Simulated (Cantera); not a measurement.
Input (Python, Cantera) and output of one run.

```python
import numpy as np
import cantera as ct

gas_names = """
    Cu CuO Cu2 H HNO HNO2 HNO3 HO2 H2 H2O H2O2 N NH NH2 NH3 NH2OH NO NO2 NO3 N2 N2H2 N2H4 N2O O OH O2 O3
""".split()
cond_names = """
    Cu(cr) Cu(L) CuO(s) CuO2H2(s) Cu2O(s) Cu2O(L) H2O(s) H2O(L)
""".split()


# ... load() reads the species with a 1 bar reference pressure and builds the phases ...
atoms = {
    'CuO': {'Cu': 1, 'O': 1},
    'H2': {'H': 2},
    'N2': {'N': 2},
}
top_T = {'CuO(s)': 1390}  # K; cautious upper limits of use, not melting points


# ... equilibrate(T, P, feed) seeds the gas with the atoms and calls Mixture.equilibrate('TP', solver="vcs", rtol=1e-11, max_steps=5000) ...
results = []
feed = {'CuO': 1, 'H2': 6.1, 'N2': 37}  # mol
T = 748.15  # K
P = 10000  # Pa
mix = equilibrate(T, P, feed)
results.append((T, P, feed, dict(zip(mix.species_names, mix.species_moles))))
print(gas.report(threshold=0.001))
for i in range(1, mix.n_phases):
    print(f"{mix.phase(i).name:16s} {mix.phase_moles(i):12.5e} mol")
```

Output:

```
       temperature   748.15 K
          pressure   10000 Pa
           density   0.039718 kg/m^3
  mean mol. weight   24.706 kg/kmol
   phase of matter   gas

                          1 kg             1 kmol
                     ---------------   ---------------
          enthalpy        3.1743e+05        7.8425e+06  J
   internal energy             65654        1.6221e+06  J
           entropy              9503        2.3478e+05  J/K
    Gibbs function       -6.7922e+06       -1.6781e+08  J
 heat capacity c_p              1256             31032  J/K
 heat capacity c_v             919.5             22717  J/K

                      mass frac. Y      mole frac. X     chem. pot. / RT
                     ---------------   ---------------   ---------------
                H2         0.0096534            0.1183           -21.273
               H2O          0.016918          0.023202           -68.978
                N2           0.97341           0.85848           -26.628
     [  +24 minor]        1.3559e-05         1.967e-05

Cu(cr)            1.00000e+00 mol
CuO(s)            0.00000e+00 mol
CuO2H2(s)         0.00000e+00 mol
Cu2O(s)           0.00000e+00 mol
```

Method: chemical equilibrium by Gibbs-energy minimisation in Cantera with the NASA 1993 tables (ideal gas, pure condensed phases).
